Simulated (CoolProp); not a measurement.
The numbers come from the reference Helmholtz-energy equation of state, Zhou 2012 in CoolProp.

Problem. For o-xylene, give the phase and the Z, speed of sound (m/s), isothermal compressibility (1/MPa), expansivity (1/kK) at 320.6 K and 14.9 MPa; 347.4 K and 14.9 MPa.

Solution. 
- 320.6 K and 14.9 MPa: liquid; Z 0.684, speed of sound 1330, isothermal compressibility 0.000817, expansivity 0.914
- 347.4 K and 14.9 MPa: liquid; Z 0.647, speed of sound 1240, isothermal compressibility 0.000960, expansivity 0.945
